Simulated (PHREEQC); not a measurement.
## Sulfide liquor: an equilibrium model

A solution holds 0.11 mol NH4HS and 0.025 mol HCl per kg of water, at 25 °C. Closed to the air; pH follows from the charge balance.

All values are PHREEQC results (ion-association model, phreeqc.dat), not measurements.

No solid was allowed to form.

Problem. Estimate the pH.

Solution. pH 7.32.

Problem. In which forms is S present?

Solution. HS- 76 %, H2S 24 % of the S.

Complexes and solids missing from the database can't appear.
